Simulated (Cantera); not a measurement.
A closed system holds: 1 mol Si, 0.099 mol N2O, 2 mol N2, at 22000 Pa.

These are equilibrium values from Cantera (NASA tables, ideal gas, pure condensed phases), not measurements of a reactor. Candidate condensed phases: Si, SiO2, Si2N2O, Si3N4; 16 gas species. Mutual solubility and eutectic melting of coexisting phases are not modelled. Equilibrium is a limit: real reactors are often held back by kinetics, nucleation or transport. All values below are at 1448 K.

Base state: N2 1.00 (mole fractions); condensed: Si2N2O(s) + Si3N4(s).

Q: What changes in the equilibrium state with this change: Si replaced by SiC?

A: 
| species | before | after |
|---|---|---|
| N2 | 1.00 | 1.000 |
| CO | 0 | 9.52e-5 |
| Si2N2O(s), mol | 0.0990 | 0.0989 |
| Si3N4(s), mol | 0.267 | 0.267 |
| C(graphite), mol | 0 | 1.000 |
Further candidate phases: C, SiC.
